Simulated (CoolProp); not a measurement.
Saturation properties of R115 (Tc = 80.0 °C, pc = 31.29 bar, ω = 0.248).

Computed with CoolProp (reference Helmholtz-energy equation of state, Lemmon 2016).

| T (°C) | p (bar) | enthalpy of vaporisation (kJ/kg) | liquid cp (kJ/(kg K)) |
|---|---|---|---|
| -41.25 | 0.9244 | 126.1 | 0.9306 |
| -33.35 | 1.307 | 123.1 | 0.9449 |
| -25.35 | 1.810 | 119.9 | 0.9608 |
| -17.35 | 2.449 | 116.5 | 0.9780 |
| -9.45 | ? | 112.9 | ? |
| -1.45 | 4.211 | 109.1 | 1.018 |
| 6.45 | 5.375 | 105.0 | ? |
| 14.45 | 6.783 | 100.6 | 1.068 |

What belongs in the gaps?


- -9.45, p (bar): 3.235
- -9.45, liquid cp (kJ/(kg K)): 0.9968
- 6.45, liquid cp (kJ/(kg K)): 1.041

It boils at -39.2 °C under 1 atm.
